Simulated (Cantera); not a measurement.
Charge: 1 mol borazine, 2 mol N2, 180 mol H2, equilibrated at 1252 °C and 0.225 Torr.

Method: chemical equilibrium by Gibbs-energy minimisation in Cantera with the NASA 1993 tables (ideal gas, pure condensed phases). Candidate condensed phases: B, BN; 15 gas species. The feed counts by its element totals alone. Equilibrium is a limit: real reactors are often held back by kinetics, nucleation or transport.

Base state: H2 0.988, N2 0.0108, H 0.00136 (mole fractions); condensed: BN(s).

Task: What changes in the equilibrium state with this change: pressure from 0.225 Torr to 120 Torr?

Result: 
| species | before | after |
|---|---|---|
| H2 | 0.988 | 0.989 |
| N2 | 0.0108 | 0.0108 |
| H | 0.00136 | 5.88e-5 |
| BN(s), mol | 3.00 | 3.00 |
